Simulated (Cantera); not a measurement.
An isothermal, constant-pressure homogeneous reactor starts with 90.1 % NH₃, 9.91 % N₂, at 1823 K and 20.0 Torr.

Cantera simulation using the gas-phase N/H chemistry of the illustrative SiF4/NH3 mechanism in the Surface Chemkin manual (1991); the numbers are that mechanism's predictions, not measurements. Walls and surfaces, which speed up NH3 decomposition in real reactors, are not modelled.

x: mole fraction; the columns are a selection and need not sum to one.

| t (s) | x NH₃ | x NH | x NH₂ | x N₂ | x H₂ | x N₂H₂ |
|---|---|---|---|---|---|---|
| 0.000400 | 0.901 | 4.51e-9 | 2.43e-5 | 0.0991 | 1.21e-5 | 3.46e-9 |
| 0.000943 | 0.901 | 3.47e-8 | 5.74e-5 | 0.0991 | 2.89e-5 | 2.63e-8 |
| 0.00222 | 0.901 | ___ | ___ | 0.0991 | ___ | ___ |
| 0.00524 | 0.900 | 9.25e-7 | 0.000309 | 0.0991 | 0.000213 | 1.08e-6 |
| 0.0124 | 0.899 | 2.53e-6 | 0.000597 | 0.0992 | 0.000978 | 4.35e-6 |
| 0.0291 | 0.895 | 3.44e-6 | 0.000711 | 0.100 | 0.00420 | 6.35e-6 |
| 0.0687 | 0.885 | ___ | 0.000697 | 0.102 | ___ | 6.30e-6 |
| 0.162 | 0.861 | 4.38e-6 | 0.000665 | 0.107 | 0.0311 | 6.03e-6 |
| 0.382 | 0.808 | 5.08e-6 | 0.000615 | 0.118 | 0.0729 | 5.41e-6 |
| 0.900 | 0.700 | 5.55e-6 | 0.000542 | 0.141 | 0.158 | 4.25e-6 |
| 2.12 | 0.516 | 5.47e-6 | 0.000434 | 0.180 | 0.304 | 2.64e-6 |
| 5.00 | 0.285 | 4.64e-6 | 0.000287 | 0.229 | 0.486 | 1.14e-6 |

Problem. What belongs in the gaps?

Solution. 
- 0.00222, x NH: 2.12e-7
- 0.00222, x NH₂: 0.000135
- 0.00222, x H₂: 7.14e-5
- 0.00222, x N₂H₂: 1.77e-7
- 0.0687, x NH: 3.80e-6
- 0.0687, x H₂: 0.0123
